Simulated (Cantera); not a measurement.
An isothermal, constant-pressure homogeneous reactor starts with H2 : O2 = 0.05 : 1 (molar parts), equivalence ratio 0.025, at 1050 K and 3.90 Torr.

Cantera simulation using the H2/O2 subset of GRI-Mech 3.0, which has no nitrogen chemistry; the numbers are that mechanism's predictions, not measurements. Radical loss at walls, strong at low pressure, is not modelled. The temperature is held fixed by assumption; the heat of reaction is taken as removed at once.

x: mole fraction; the columns are a selection and need not sum to one.

```json
[
 {"t (s)": "0.000100", "x H2": "0.0476", "x O2": "0.952", "x H2O2": "<1e-12", "x HO2": "6.31e-11", "x O": "1.10e-11"},
 {"t (s)": "0.000268", "x H2": "0.0476", "x O2": "0.952", "x H2O2": "<1e-12", "x HO2": "1.70e-10", "x O": "6.72e-11"},
 {"t (s)": "0.000720", "x H2": "0.0476", "x O2": "0.952", "x H2O2": "<1e-12", "x HO2": "4.56e-10", "x O": "4.09e-10"},
 {"t (s)": "0.00193", "x H2": "0.0476", "x O2": "0.952", "x H2O2": "<1e-12", "x HO2": "1.24e-9", "x O": "4.16e-9"},
 {"t (s)": "0.00518", "x H2": "0.0476", "x O2": "0.952", "x H2O2": "3.47e-12", "x HO2": "5.79e-9", "x O": "5.03e-7"},
 {"t (s)": "0.0139", "x H2": "0.0166", "x O2": "0.932", "x H2O2": "(withheld)", "x HO2": "2.30e-6", "x O": "0.0132"},
 {"t (s)": "0.0373", "x H2": "0.000713", "x O2": "0.923", "x H2O2": "2.97e-8", "x HO2": "2.13e-6", "x O": "0.0245"},
 {"t (s)": "0.100", "x H2": "0.000470", "x O2": "0.933", "x H2O2": "3.21e-8", "x HO2": "1.97e-6", "x O": "0.0159"},
 {"t (s)": "0.268", "x H2": "0.000187", "x O2": "0.944", "x H2O2": "(withheld)", "x HO2": "1.52e-6", "x O": "0.00617"},
 {"t (s)": "0.720", "x H2": "3.98e-5", "x O2": "0.950", "x H2O2": "(withheld)", "x HO2": "8.06e-7", "x O": "0.00131"},
 {"t (s)": "1.93", "x H2": "6.17e-6", "x O2": "0.951", "x H2O2": "(withheld)", "x HO2": "2.77e-7", "x O": "0.000207"},
 {"t (s)": "5.18", "x H2": "9.96e-7", "x O2": "0.951", "x H2O2": "(withheld)", "x HO2": "7.28e-8", "x O": "3.40e-5"},
 {"t (s)": "13.9", "x H2": "1.96e-7", "x O2": "0.951", "x H2O2": "(withheld)", "x HO2": "1.84e-8", "x O": "6.80e-6"},
 {"t (s)": "37.3", "x H2": "4.71e-8", "x O2": "0.951", "x H2O2": "(withheld)", "x HO2": "5.12e-9", "x O": "1.66e-6"},
 {"t (s)": "100", "x H2": "1.33e-8", "x O2": "0.951", "x H2O2": "5.99e-10", "x HO2": "1.68e-9", "x O": "4.73e-7"}
]
```

**Question.** What belongs in the gaps?

**Answer.** 
- 0.0139, x H2O2: 1.34e-7
- 0.268, x H2O2: 3.47e-8
- 0.720, x H2O2: 3.14e-8
- 1.93, x H2O2: 2.05e-8
- 5.18, x H2O2: 9.98e-9
- 13.9, x H2O2: 4.12e-9
- 37.3, x H2O2: 1.59e-9
